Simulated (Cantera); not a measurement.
Input: 1 mol PbO, 2.7 mol CO, 0.41 mol H₂, held at 1200 K and 2.10 mbar.

Cantera equilibrium calculation (NASA polynomials, part measured and part estimated; ideal gas, pure solids and liquids). Candidate condensed phases: C, C₆H₆, C₇H₈, C₈H₁₈, H₂O, Pb, PbO, PbO₂, Pb₃O₄; 113 gas species. Equilibrium is a limit: real reactors are often held back by kinetics, nucleation or transport.

Base state: CO 0.452, Pb 0.243, CO₂ 0.205, H₂ 0.0615, H₂O 0.0383 (mole fractions); condensed: gas only.

### Question
What changes in the equilibrium state with this change: CO from 2.7 to 1.5 mol?

### Answer
| species | before | after |
|---|---|---|
| Pb | 0.243 | 0.306 |
| CO₂ | 0.205 | 0.276 |
| CO | 0.452 | 0.269 |
| H₂O | 0.0383 | 0.0871 |
| H₂ | 0.0615 | 0.0618 |
| PbO | 4.89e-6 | 1.39e-5 |
| Pb₂ | 7.20e-6 | 1.14e-5 |
| Pb(l), mol | 0 | 0.157 |

### Question
What changes in the equilibrium state with this change: 0.76 mol O₂ added?

### Answer
```json
[
 {"species": "CO₂", "before": "0.205", "after": "0.528"},
 {"species": "Pb", "before": "0.243", "after": "0.243"},
 {"species": "CO", "before": "0.452", "after": "0.129"},
 {"species": "H₂O", "before": "0.0383", "after": "0.0847"},
 {"species": "H₂", "before": "0.0615", "after": "0.0150"},
 {"species": "PbO", "before": "4.89e-6", "after": "4.43e-5"}
]
```
